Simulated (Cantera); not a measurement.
An adiabatic, constant-pressure homogeneous reactor starts with 16.5 % H₂, 17.5 % O₂, 66.0 % N₂, equivalence ratio 0.47, at 1200 K and 1000000 Pa.

Computed with Cantera and the H2/O2 subset of GRI-Mech 3.0, which has no nitrogen chemistry. The hydrogen kinetics of GRI-Mech 3.0 are dated; newer H2 mechanisms differ, most at raised pressure.

x: mole fraction; the columns are a selection and need not sum to one.

```csv
t (s),T (K),x H₂,x O₂,x O,x H₂O,x HO₂,x H₂O₂
7.00e-6,1200,0.165,0.175,8.43e-9,7.24e-7,9.66e-7,2.65e-8
1.39e-5,1200,0.165,0.175,1.55e-8,2.29e-6,2.75e-6,1.40e-7
2.75e-5,1200,0.165,0.175,?,?,?,?
5.45e-5,1202,0.165,0.175,1.12e-6,0.000216,0.000122,3.11e-5
0.000108,2344,0.000473,0.0991,0.000638,0.176,1.25e-5,8.65e-7
0.000214,2344,0.000473,0.0991,0.000638,0.176,1.25e-5,8.65e-7
0.000424,2344,0.000473,0.0991,0.000638,0.176,1.25e-5,8.65e-7
0.000840,2344,0.000473,0.0991,0.000638,0.176,1.25e-5,8.65e-7
0.00167,2344,0.000473,0.0991,0.000638,0.176,1.25e-5,8.65e-7
0.00330,2344,0.000473,0.0991,0.000638,0.176,1.25e-5,8.65e-7
0.00654,2344,0.000473,0.0991,0.000638,0.176,1.25e-5,8.65e-7
0.0130,2344,0.000473,0.0991,0.000638,0.176,1.25e-5,8.65e-7
0.0257,2344,0.000473,0.0991,0.000638,0.176,1.25e-5,8.65e-7
0.0509,2344,0.000473,0.0991,0.000638,0.176,1.25e-5,8.65e-7
0.101,2344,0.000473,0.0991,0.000638,0.176,1.25e-5,8.65e-7
0.200,2344,0.000473,0.0991,0.000638,0.176,1.25e-5,8.65e-7
```

### Question
What belongs in the gaps?

### Answer

- 2.75e-5, x O: 5.41e-8
- 2.75e-5, x H₂O: 1.08e-5
- 2.75e-5, x HO₂: 1.11e-5
- 2.75e-5, x H₂O₂: 9.58e-7
